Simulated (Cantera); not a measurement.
An isothermal, constant-pressure homogeneous reactor starts with 0.0315 % CO, 0.0876 % O₂, 0.0228 % H₂O, 99.9 % N₂, at 1250 K and 5.00 bar.

Cantera simulation using GRI-Mech 3.0 (53 species, 325 reactions); the numbers are that mechanism's predictions, not measurements.

x: mole fraction; the columns are a selection and need not sum to one.

```json
[
 {"t (s)": "5.00e-6", "x CO": "0.000315", "x O₂": "0.000876", "x H₂O": "0.000228", "x OH": "<1e-12", "x CO₂": "<1e-12"},
 {"t (s)": "2.10e-5", "x CO": "0.000315", "x O₂": "0.000876", "x H₂O": "0.000228", "x OH": "<1e-12", "x CO₂": "3.06e-12"},
 {"t (s)": "8.79e-5", "x CO": "0.000315", "x O₂": "0.000876", "x H₂O": "0.000228", "x OH": "<1e-12", "x CO₂": "1.29e-11"},
 {"t (s)": "0.000368", "x CO": "0.000315", "x O₂": "0.000876", "x H₂O": "0.000228", "x OH": "4.02e-12", "x CO₂": "5.68e-11"},
 {"t (s)": "0.00154", "x CO": "0.000315", "x O₂": "0.000876", "x H₂O": "0.000228", "x OH": "4.39e-11", "x CO₂": "3.51e-10"},
 {"t (s)": "0.00647", "x CO": "0.000315", "x O₂": "0.000876", "x H₂O": "0.000228", "x OH": "1.42e-9", "x CO₂": "?"},
 {"t (s)": "0.0271", "x CO": "0.000279", "x O₂": "0.000857", "x H₂O": "0.000226", "x OH": "9.12e-7", "x CO₂": "?"},
 {"t (s)": "0.114", "x CO": "9.51e-5", "x O₂": "0.000765", "x H₂O": "0.000227", "x OH": "7.57e-7", "x CO₂": "?"},
 {"t (s)": "0.477", "x CO": "5.06e-6", "x O₂": "0.000720", "x H₂O": "0.000228", "x OH": "4.37e-7", "x CO₂": "0.000310"},
 {"t (s)": "2.00", "x CO": "3.39e-8", "x O₂": "0.000718", "x H₂O": "0.000228", "x OH": "1.43e-7", "x CO₂": "0.000315"}
]
```

Question: Fill in the missing entries.

Answer: 
- 0.00647, x CO₂: 1.18e-8
- 0.0271, x CO₂: 3.62e-5
- 0.114, x CO₂: 0.000220
